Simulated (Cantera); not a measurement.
Input (Python, Cantera):

```python
import numpy as np
import cantera as ct

gas = ct.Solution("h2o2.yaml")
gas.TPX = 1300, 2666, {'H2': 0.27, 'O2': 1}
reactor = ct.IdealGasConstPressureReactor(gas, energy="off", clone=False)
net = ct.ReactorNet([reactor])
net.rtol, net.atol = 1e-08, 1e-18
show = ['H2', 'O2', 'H', 'HO2', 'O', 'H2O2']
times = np.geomspace(0.0009, 2, 12)

steps = ct.SolutionArray(gas, extra=["t"])
rows = []
print(f"{'t/s':>10s}{'T/K':>9s}{'P/Pa':>11s}" + "".join(f"{s:>11s}" for s in show))
for t in times:
    while net.time < t:
        t_next = net.step()
        steps.append(gas.state, t=t_next)
    rows.append([np.interp(t, steps.t, y) for y in (steps.T, steps.P, *steps(*show).X.T)])
    print(f"{t:10.3e}{rows[-1][0]:9.1f}{rows[-1][1]:11.4g}" + "".join(f"{x:11.3e}" for x in rows[-1][2:]))
rate = np.gradient(steps.T, steps.t)
print("integrator steps:", len(steps.t))
if steps.T.max() > steps.T[0] + 200:
    print(f"time of steepest temperature rise: {steps.t[rate.argmax()]:.4e} s")
gas.TPX = 1300, 2666, {'H2': 0.27, 'O2': 1}
gas.equilibrate("TP")
print(f"equilibrium (TP): T = {gas.T:.1f} K  " + "  ".join(f"{s} {gas[s].X[0]:.3e}" for s in show))
```

It prints:

```
       t/s      T/K       P/Pa         H2         O2          H        HO2          O       H2O2
 9.000e-04   1300.0       2666  1.021e-02  6.697e-01  5.940e-02  1.410e-05  7.775e-02  5.556e-07
 1.813e-03   1300.0       2666  8.622e-03  6.890e-01  4.291e-02  1.480e-05  6.212e-02  6.130e-07
 3.654e-03   1300.0       2666  5.825e-03  7.166e-01  2.173e-02  1.519e-05  3.921e-02  6.709e-07
 7.362e-03   1300.0       2666  2.598e-03  7.427e-01  6.000e-03  1.340e-05  1.664e-02  6.245e-07
 1.483e-02   1300.0       2666  7.439e-04  7.561e-01  8.867e-04  8.391e-06  4.670e-03  4.224e-07
 2.989e-02   1300.0       2666  1.777e-04  7.603e-01  1.030e-04  3.545e-06  1.113e-03  2.230e-07
 6.022e-02   1300.0       2666  4.561e-05  7.614e-01  1.355e-05  1.242e-06  2.877e-04  1.085e-07
 1.213e-01   1300.0       2666  1.368e-05  7.618e-01  2.259e-06  4.443e-07  8.711e-05  5.267e-08
 2.445e-01   1300.0       2666  4.730e-06  7.619e-01  4.656e-07  1.777e-07  3.040e-05  2.594e-08
 4.926e-01   1300.0       2666  1.825e-06  7.620e-01  1.128e-07  8.551e-08  1.182e-05  1.295e-08
 9.926e-01   1300.0       2666  7.685e-07  7.621e-01  3.109e-08  5.558e-08  5.003e-06  6.608e-09
 2.000e+00   1300.0       2666  3.564e-07  7.621e-01  9.882e-09  5.095e-08  2.329e-06  3.592e-09
integrator steps: 1965
equilibrium (TP): T = 1300.0 K  H2 1.458e-07  O2 7.621e-01  H 2.604e-09  HO2 6.136e-08  O 9.520e-07  H2O2 1.859e-09
```

Cantera simulation using the H2/O2 subset of GRI-Mech 3.0, which has no nitrogen chemistry; the numbers are that mechanism's predictions, not measurements. Radical loss at walls, strong at low pressure, is not modelled. The temperature is held fixed by assumption; the heat of reaction is taken as removed at once.
